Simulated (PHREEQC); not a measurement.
1 kg of water holding 26 mmol/kgw NaOH meets 20 L of dry gas (CO2 0.47, H2 0.53 by moles) at fixed total pressure, at 10 atm; fugacities by Peng-Robinson. The gases take part in no redox reaction, some water evaporates into the gas, and hydrates or a liquid gas phase aren't modelled. Precipitation was switched off in this run.

Computed with PHREEQC (ion-association model, phreeqc.dat).

```csv
T (°C),dissolved CO2 (all carbonate carbon) (mol/kgw),φ of CO2,p of CO2 (atm),dissolved H2 (mol/kgw),φ of H2,p of H2 (atm),pH
10,0.254,0.949,4.54,0.00478,1.012,5.45,5.45
20,[?],0.954,4.57,0.00439,1.011,5.41,5.50
30,[?],0.959,4.58,0.00413,1.010,5.38,5.56
40,[?],0.962,4.58,0.00396,1.010,5.34,5.63
50,[?],0.966,4.56,0.00385,1.009,5.31,5.70
60,[?],0.969,4.54,0.00379,1.009,5.26,5.78
70,[?],0.971,4.49,0.00377,1.009,5.19,5.86
80,[?],0.974,4.41,0.00377,1.009,5.10,5.95
90,0.0737,0.976,4.31,0.00378,1.009,4.97,6.04
```

Q: Fill in the missing entries.

A: 
- 20, dissolved CO2 (all carbonate carbon) (mol/kgw): 0.194
- 30, dissolved CO2 (all carbonate carbon) (mol/kgw): 0.155
- 40, dissolved CO2 (all carbonate carbon) (mol/kgw): 0.129
- 50, dissolved CO2 (all carbonate carbon) (mol/kgw): 0.111
- 60, dissolved CO2 (all carbonate carbon) (mol/kgw): 0.0975
- 70, dissolved CO2 (all carbonate carbon) (mol/kgw): 0.0876
- 80, dissolved CO2 (all carbonate carbon) (mol/kgw): 0.0799

Constants without temperature data keep their 25 °C values here.
